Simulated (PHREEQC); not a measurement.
Polishing slurry liquid: speciation

Solution (20 °C): 89 mmol/kgw H2SO4, 0.00064 mmol/kgw H4SiO4 and 26 mmol/kgw KH2PO4. Closed to the air; pH follows from the charge balance.

All values are PHREEQC results (ion-association model, wateq4f.dat), not measurements.

Each row changes one thing in this solution. No solid was allowed to form.

```csv
case,pH,ionic strength (mol/kgw),HSO4- (mol/kgw),K+ (mol/kgw),H3PO4 (mol/kgw),SO4-2 (mol/kgw),SI of Quartz (SiO2)
as made,1.14,0.138,0.0650,0.0248,0.0230,0.0228,-2.12
KH2PO4 replaced by K2HPO4 at the same molality,1.24,0.147,0.0592,0.0493,0.0222,0.0270,-2.12
H4SiO4 from 6.4e-07 to 1.28e-07 mol/kgw,1.14,0.138,0.0650,0.0248,0.0230,0.0228,-2.82
0.13 mol/kgw H3PO4 added,1.08,0.148,0.0668,0.0249,0.140,0.0212,-2.12
temperature from 20 to 35 °C,1.16,0.129,0.0693,0.0248,0.0233,0.0184,-2.34
diluted 10-fold with water,1.95,0.0207,0.00352,0.00255,0.00150,0.00533,-3.14
diluted 2-fold with water,1.38,0.0776,0.0286,0.0125,0.0107,0.0154,-2.43
```

Complexes and solids missing from the database can't appear. H3PO4, which wateq4f.dat lacks, is added to it with the constant of phreeqc.dat.
